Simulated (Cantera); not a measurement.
An adiabatic, constant-volume homogeneous reactor starts with H2 : O2 : N2 = 1 : 0.877 : 3.3 (molar parts), equivalence ratio 0.57, at 1250 K and 1200000 Pa. Integrator tolerance rtol = 1e-08.

Cantera simulation using the H2/O2 subset of GRI-Mech 3.0, which has no nitrogen chemistry; the numbers are that mechanism's predictions, not measurements. The hydrogen kinetics of GRI-Mech 3.0 are dated; newer H2 mechanisms differ, most at raised pressure. The pressure lies above the range GRI-Mech 3.0 was tuned for (to about 10 atm).

What does this change do: 0.15 parts H2O added?


```tsv
quantity	before	after
time of steepest temperature rise	17.8 µs	48.1 µs
temperature at 0.500 s	2793 K	2740 K
equilibrium temperature	2793 K	2740 K
x(H2) at 0.500 s	0.00313 (gas-phase equilibrium 0.00313)	0.00293 (gas-phase equilibrium 0.00293)
x(O2) at 0.500 s	0.0762 (gas-phase equilibrium 0.0762)	0.0742 (gas-phase equilibrium 0.0742)
x(O) at 0.500 s	0.00297 (gas-phase equilibrium 0.00297)	0.00239 (gas-phase equilibrium 0.00239)
x(HO2) at 0.500 s	4.16e-5 (gas-phase equilibrium 4.16e-5)	3.85e-5 (gas-phase equilibrium 3.85e-5)
x(OH) at 0.500 s	0.0162 (gas-phase equilibrium 0.0162)	0.0150 (gas-phase equilibrium 0.0150)
```

What does this change do: constant pressure in place of constant volume?


| quantity | before | after |
|---|---|---|
| time of steepest temperature rise | 17.8 µs | 18.2 µs |
| temperature at 0.500 s | 2793 K | 2551 K |
| equilibrium temperature | 2793 K | 2551 K |
| x(H2) at 0.500 s | 0.00313 (gas-phase equilibrium 0.00313) | 0.00162 (gas-phase equilibrium 0.00162) |
| x(O2) at 0.500 s | 0.0762 (gas-phase equilibrium 0.0762) | 0.0778 (gas-phase equilibrium 0.0778) |
| x(O) at 0.500 s | 0.00297 (gas-phase equilibrium 0.00297) | 0.00150 (gas-phase equilibrium 0.00150) |
| x(HO2) at 0.500 s | 4.16e-5 (gas-phase equilibrium 4.16e-5) | 2.06e-5 (gas-phase equilibrium 2.06e-5) |
| x(OH) at 0.500 s | 0.0162 (gas-phase equilibrium 0.0162) | 0.0102 (gas-phase equilibrium 0.0102) |
